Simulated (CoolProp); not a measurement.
A closed Brayton cycle with carbon dioxide: compressor inlet 326.15 K and 9.8 MPa, high pressure 32.6 MPa, turbine inlet 965 K, compressor efficiency 0.89, turbine efficiency 0.9, recuperator effectiveness 0.9 (on enthalpy, no pinch check). Each further row changes one setting.

Values from CoolProp's reference Helmholtz-energy equation of state, Span 1996.

| case | thermal efficiency (%) | net work (kJ/kg) | compressor to turbine work | compressor exit (K) | turbine exit (K) |
|---|---|---|---|---|---|
| as stated | ___ | 130 | 0.30 | 411.1 | 806.8 |
| turbine inlet 915 K | 38.1 | 120 | 0.32 | 411.1 | ___ |
| compressor inlet 336.15 K | ___ | 121 | 0.35 | 434.7 | 806.8 |
| high pressure 27.7 MPa | 38.3 | 117 | 0.28 | 399.3 | 827.4 |
| recuperator effectiveness 0.5 | 25.2 | 130 | 0.30 | 411.1 | 806.8 |

Problem. Complete the blanks.

Solution. 
- as stated, thermal efficiency (%): 39.5
- turbine inlet 915 K, turbine exit (K): 762.1
- compressor inlet 336.15 K, thermal efficiency (%): 38.4
